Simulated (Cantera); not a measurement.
Cantera run, input and output.

```python
import numpy as np
import cantera as ct

gas = ct.Solution("gri30.yaml")
gas.TPX = 350, 1300000, {'CH3OH': 1, 'O2': 3.06, 'N2': 11.5}
inlet = ct.Reservoir(gas, clone=True)
gas.equilibrate("HP")  # start burning
reactor = ct.IdealGasConstPressureReactor(gas, energy="on", clone=False)
exhaust = ct.Reservoir(gas, clone=True)
tau = [0.081, 0.035, 0.015, 0.0063, 0.0027, 0.0011, 0.00048, 0.00021, 8.8e-05, 3.7e-05, 1.6e-05][0]
for a, b in ((inlet, reactor), (reactor, exhaust)):
    ct.MassFlowController(a, b, mdot=lambda t: reactor.mass / tau)
net = ct.ReactorNet([reactor])
show = ['CH3OH', 'O2', 'CH3', 'H2', 'H2O2']

rows = []
print(f"{'tau/s':>10s}{'T/K':>9s}" + "".join(f"{s:>11s}" for s in show))
for tau in [0.081, 0.035, 0.015, 0.0063, 0.0027, 0.0011, 0.00048, 0.00021, 8.8e-05, 3.7e-05, 1.6e-05]:
    net.initial_time = 0.0
    net.advance(30 * tau)
    before = gas.X
    net.advance(40 * tau)
    drift = np.max(np.abs(gas.X - before) / (gas.X + 1e-9))
    rows.append([gas.T, *gas[show].X, drift])
    print(f"{tau:10.3e}{gas.T:9.1f}" + "".join(f"{x:11.3e}" for x in gas[show].X))
```

Output:

```
     tau/s      T/K      CH3OH         O2        CH3         H2       H2O2
 8.100e-02   1559.0  5.988e-06  9.723e-02  7.295e-09  7.280e-06  1.449e-07
 3.500e-02   1556.8  1.298e-05  9.736e-02  1.387e-08  1.495e-05  2.440e-07
 1.500e-02   1551.6  2.969e-05  9.768e-02  2.630e-08  3.326e-05  4.805e-07
 6.300e-03   1537.9  7.642e-05  9.853e-02  4.709e-08  8.497e-05  1.230e-06
 2.700e-03   1492.5  2.660e-04  1.014e-01  6.147e-08  2.979e-04  5.355e-06
 1.100e-03    350.0  6.427e-02  1.967e-01  4.300e-33 -7.612e-17 -1.932e-17
 4.800e-04    350.0  6.427e-02  1.967e-01  7.883e-37 -1.407e-20 -3.573e-21
 2.100e-04    350.0  6.427e-02  1.967e-01  4.975e-38 -8.891e-22 -2.257e-22
 8.800e-05    350.0  6.427e-02  1.967e-01  3.141e-39 -5.616e-23 -1.426e-23
 3.700e-05    350.0  6.427e-02  1.967e-01  1.984e-40 -3.547e-24 -9.006e-25
 1.600e-05    350.0  6.427e-02  1.967e-01  1.253e-41 -2.241e-25 -5.689e-26
```

Cantera simulation using GRI-Mech 3.0 (53 species, 325 reactions); the numbers are that mechanism's predictions, not measurements. GRI-Mech 3.0 was tuned for natural gas; its chemistry of methanol as a main component is partial and can be far from experiment. The pressure lies above the range GRI-Mech 3.0 was tuned for (to about 10 atm).
